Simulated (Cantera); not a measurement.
A counterflow diffusion flame at 1.00 atm, nozzles 20 mm apart: fuel side CO : H2 = 1 : 0.06 (molar parts) at 348 K, oxidiser side O2 : N2 = 0.27 : 0.73 (molar parts) at 325 K, fuel mass flux 1.1 times the oxidiser's; mixture-averaged transport, no radiation.

Cantera simulation using GRI-Mech 3.0 (53 species, 325 reactions); the numbers are that mechanism's predictions, not measurements. The maximum strain rate includes the flame's own expansion and is several times the mean.

x: mole fraction; the columns are a selection and need not sum to one.

```json
[
 {"oxidiser flux (kg/m²/s)": "0.61", "max strain (1/s)": "275", "mean strain (1/s)": "64.1", "T max (K)": "2183", "peak x OH": "0.00670", "peak x H": "0.00751", "peak x NO": "0.000237", "peak x CO": "0.946"},
 {"oxidiser flux (kg/m²/s)": "1", "max strain (1/s)": "431", "mean strain (1/s)": "105", "T max (K)": "2104", "peak x OH": "0.00656", "peak x H": "0.00910", "peak x NO": "0.000138", "peak x CO": "0.946"},
 {"oxidiser flux (kg/m²/s)": "1.7", "max strain (1/s)": "(withheld)", "mean strain (1/s)": "179", "T max (K)": "2017", "peak x OH": "0.00632", "peak x H": "(withheld)", "peak x NO": "(withheld)", "peak x CO": "0.946"},
 {"oxidiser flux (kg/m²/s)": "2.9", "max strain (1/s)": "1160", "mean strain (1/s)": "305", "T max (K)": "1923", "peak x OH": "0.00588", "peak x H": "0.0130", "peak x NO": "6.04e-5", "peak x CO": "0.946"},
 {"oxidiser flux (kg/m²/s)": "4.8", "max strain (1/s)": "1860", "mean strain (1/s)": "504", "T max (K)": "1828", "peak x OH": "0.00526", "peak x H": "0.0148", "peak x NO": "4.43e-5", "peak x CO": "0.946"},
 {"oxidiser flux (kg/m²/s)": "8.1", "max strain (1/s)": "3040", "mean strain (1/s)": "851", "T max (K)": "1720", "peak x OH": "0.00447", "peak x H": "0.0161", "peak x NO": "3.06e-5", "peak x CO": "0.946"},
 {"oxidiser flux (kg/m²/s)": "14", "max strain (1/s)": "(withheld)", "mean strain (1/s)": "1470", "T max (K)": "(withheld)", "peak x OH": "(withheld)", "peak x H": "0.0154", "peak x NO": "(withheld)", "peak x CO": "0.946"}
]
```

Problem. Some entries are withheld; supply them.

Solution. 
- 1.7, max strain (1/s): 704
- 1.7, peak x H: 0.0110
- 1.7, peak x NO: 8.67e-5
- 14, max strain (1/s): 5050
- 14, T max (K): 1576
- 14, peak x OH: 0.00333
- 14, peak x NO: 1.59e-5
